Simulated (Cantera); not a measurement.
An adiabatic, constant-pressure homogeneous reactor starts with CO : H₂ : O₂ : N₂ = 1 : 0.21 : 0.747 : 3.06 (molar parts), at 1350 K and 3680 Torr. Integrator tolerance rtol = 1e-08.

Cantera simulation using GRI-Mech 3.0 (53 species, 325 reactions); the numbers are that mechanism's predictions, not measurements. The hydrogen kinetics of GRI-Mech 3.0 are dated; newer H2 mechanisms differ, most at raised pressure.

### Question
What does this change do: initial temperature 1350 to 1198 K?

### Answer
```csv
quantity,before,after
time of steepest temperature rise,10.4 µs,30.8 µs
temperature at 0.600 s,2737 K,2674 K
equilibrium temperature,2737 K,2674 K
x(CO) at 0.600 s,0.0444 (gas-phase equilibrium 0.0444),0.0362 (gas-phase equilibrium 0.0362)
x(H₂) at 0.600 s,0.00149 (gas-phase equilibrium 0.00149),0.00122 (gas-phase equilibrium 0.00122)
x(O₂) at 0.600 s,0.0434 (gas-phase equilibrium 0.0434),0.0409 (gas-phase equilibrium 0.0409)
x(H) at 0.600 s,0.00114 (gas-phase equilibrium 0.00114),0.000816 (gas-phase equilibrium 0.000816)
x(HO₂) at 0.600 s,7.25e-6 (gas-phase equilibrium 7.25e-6),6.12e-6 (gas-phase equilibrium 6.12e-6)
x(NO) at 0.600 s,0.0141 (gas-phase equilibrium 0.0141),0.0125 (gas-phase equilibrium 0.0125)
```
